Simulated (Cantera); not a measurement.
What does this Cantera script print?

```python
import numpy as np
import cantera as ct

gas_names = """
    H HO2 H2 H2O H2O2 O OH O2 O3 Ti TiO TiO2
""".split()
cond_names = """
    H2O(s) H2O(L) Ti(a) Ti(b) Ti(L) TiO(a) TiO(b) TiO(L) TiO2(ru) TiO2(L) Ti2O3(a) Ti2O3(b) Ti2O3(L)
    Ti3O5(a) Ti3O5(b) Ti3O5(L) Ti4O7(s) Ti4O7(L)
""".split()


# ... load() reads the species with a 1 bar reference pressure and builds the phases ...
atoms = {
    'Ti': {'Ti': 1},
    'H2O': {'H': 2, 'O': 1},
    'H2': {'H': 2},
}
top_T = {}  # K; cautious upper limits of use, not melting points


# ... equilibrate(T, P, feed) seeds the gas with the atoms and calls Mixture.equilibrate('TP', solver="vcs", rtol=1e-11, max_steps=5000) ...
results = []
feed = {'Ti': 1, 'H2O': 2.2, 'H2': 11}  # mol
T = 1125  # K
P = 9300  # Pa
mix = equilibrate(T, P, feed)
results.append((T, P, feed, dict(zip(mix.species_names, mix.species_moles))))
print(gas.report(threshold=0.001))
for i in range(1, mix.n_phases):
    print(f"{mix.phase(i).name:16s} {mix.phase_moles(i):12.5e} mol")
```

It prints:

```
       temperature   1125 K
          pressure   9300 Pa
           density   0.0022454 kg/m^3
  mean mol. weight   2.2584 kg/kmol
   phase of matter   gas

                          1 kg             1 kmol
                     ---------------   ---------------
          enthalpy        9.2687e+06        2.0933e+07  J
   internal energy         5.127e+06        1.1579e+07  J
           entropy             84684        1.9125e+05  J/K
    Gibbs function       -8.6001e+07       -1.9423e+08  J
 heat capacity c_p             13698             30935  J/K
 heat capacity c_v             10016             22621  J/K

                      mass frac. Y      mole frac. X     chem. pot. / RT
                     ---------------   ---------------   ---------------
                H2           0.87914           0.98485           -20.197
               H2O           0.12086          0.015152           -57.663
     [  +10 minor]        6.4625e-08        1.4461e-07

Ti(a)             0.00000e+00 mol
TiO(a)            0.00000e+00 mol
TiO2(ru)          1.00000e+00 mol
Ti2O3(b)          0.00000e+00 mol
Ti3O5(b)          0.00000e+00 mol
Ti4O7(s)          0.00000e+00 mol
```

Method: chemical equilibrium by Gibbs-energy minimisation in Cantera with the NASA 1993 tables (ideal gas, pure condensed phases).
